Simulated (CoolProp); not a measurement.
A single-stage vapour-compression cycle with propane: evaporating at 206.15 K (dew point), condensing at 240.15 K (bubble point), superheat 5 K, subcooling 0 K, compressor efficiency 0.6, no pressure losses. Each further row changes one setting.

The numbers come from the reference Helmholtz-energy equation of state, Lemmon 2009 in CoolProp.

```tsv
case	cooling COP	pressure ratio	discharge temperature (K)	refrigerating effect (kJ/kg)	volumetric capacity (kJ/m³)
as stated	3.20	5.13	293.8	382	282
evaporating temperature 211.15 K	3.92	3.88	285.3	388	371
condensing temperature 235.15 K	3.83	4.17	283.4	393	291
subcooling 5 K	3.30	5.13	293.8	393	291
superheat 15 K	3.17	5.13	305.0	395	279
compressor efficiency 0.5	2.67	5.13	307.8	382	282
```
